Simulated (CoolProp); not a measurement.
Vapour-liquid equilibrium of R134a (1) + R123 (2) at 260 kPa; x and y are mole fractions of (1).

Values from CoolProp's multi-fluid Helmholtz-energy mixture model, Tillner-Roth 1994 and Younglove 1994; pair parameters Bell 2016.

```tsv
x	bubble temperature, mixture model (K)	bubble temperature, Raoult's law (K)	y, mixture model	y, Raoult's law
0.05	320.9	322.2	0.258	0.247
0.125	310.2	312.9	0.505	0.485
0.2	302.0	305.5	0.653	0.634
0.275	295.7	299.5	0.745	0.732
0.35	290.7	294.5	0.806	0.801
0.425	286.8	290.2	0.849	0.851
0.5	283.5	286.4	0.881	0.889
0.575	280.8	283.2	0.905	0.917
0.65	278.5	280.3	0.925	0.940
0.725	276.5	277.6	0.943	0.958
0.8	274.6	275.3	0.959	0.972
0.875	272.8	273.1	0.974	0.984
0.95	271.1	271.1	0.989	0.994
```

The largest gap from Raoult's law is -3.8 K in bubble temperature, at x = 0.275. No azeotrope shows between x = 0.05 and 0.95.

Pair parameters are fitted to limited data, so mixtures are less certain than the pure fluids.
